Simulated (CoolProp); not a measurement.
A closed Brayton cycle with carbon dioxide: compressor inlet 328.15 K and 8 MPa, high pressure 20 MPa, turbine inlet 640 K, compressor efficiency 0.89, turbine efficiency 0.9, recuperator effectiveness 0.9 (on enthalpy, no pinch check). Each further row changes one setting.

Computed with CoolProp (reference Helmholtz-energy equation of state, Span 1996).

```tsv
case	thermal efficiency (%)	net work (kJ/kg)	compressor to turbine work	compressor exit (K)	turbine exit (K)
as stated	24.5	42.2	0.53	406.7	544.8
turbine inlet 590 K	20.9	33.0	0.59	406.7	498.5
compressor inlet 338.15 K	22.7	37.1	0.58	420.9	544.8
high pressure 17 MPa	24.3	37.4	0.50	392.4	561.5
recuperator effectiveness 0.5	17.9	42.2	0.53	406.7	544.8
```
